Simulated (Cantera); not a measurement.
Mixture: CH4 : CO : O2 : N2 = 1 : 0.062 : 3.22 : 12.1 (molar parts), equivalence ratio 0.63, at 18000 Torr, adiabatic and at constant volume. Ignition delay is the time to a rise of 400 K.

Model: GRI-Mech 3.0 (53 species, 325 reactions), integrated in Cantera. The pressure lies above the range GRI-Mech 3.0 was tuned for (to about 10 atm).

Task: What does this change do: pressure from 18000 Torr to 3750 Torr?

Result: 
```csv
quantity,before,after
delay at 1200 K,1.59 ms,8.01 ms
delay at 1350 K,0.287 ms,1.28 ms
delay at 1500 K,69.0 µs,0.267 ms
delay at 1650 K,20.2 µs,72.4 µs
delay at 1800 K,7.01 µs,25.0 µs
apparent activation energy between 1650 and 1800 K,170 kJ/mol,170 kJ/mol
```
